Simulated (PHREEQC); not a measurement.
Consider water at 25 °C with 0.00042 mol/kgw CaSO4, 0.0042 mol/kgw Na2HPO4 and 3.8e-05 mol/kgw MgSO4. Closed to the air; pH follows from the charge balance.

Model: ion-association model, phreeqc.dat, run in PHREEQC.

### Question
The ionic strength comes out as 0.0131 mol/kgw. What activity coefficients do SO4-2, OH-, Na+, MgPO4-, CaPO4- get?

### Answer
SO4-2 0.64, OH- 0.89, Na+ 0.89, MgPO4- 0.90, CaPO4- 0.90.

No solid was allowed to form. The solution is supersaturated, for example in Hydroxyapatite, so a real one may precipitate; this is no full list. Complexes and solids missing from the database can't appear.
